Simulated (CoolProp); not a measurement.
Computed with CoolProp (reference Helmholtz-energy equation of state, Lemmon 2006). It is a short technical equation, of lower accuracy than the large ones.

Question: For CH3F (R41), give the phase and the Z, speed of sound (m/s), Joule-Thomson coefficient (K/MPa) at -112.35 °C and 14.8 bar; -112.35 °C and 17.7 bar; -112.35 °C and 23.6 bar.

Answer: 
- -112.35 °C and 14.8 bar: liquid; Z 0.0397, speed of sound 1270, Joule-Thomson coefficient -0.348
- -112.35 °C and 17.7 bar: liquid; Z 0.0474, speed of sound 1280, Joule-Thomson coefficient -0.348
- -112.35 °C and 23.6 bar: liquid; Z 0.0632, speed of sound 1280, Joule-Thomson coefficient -0.348
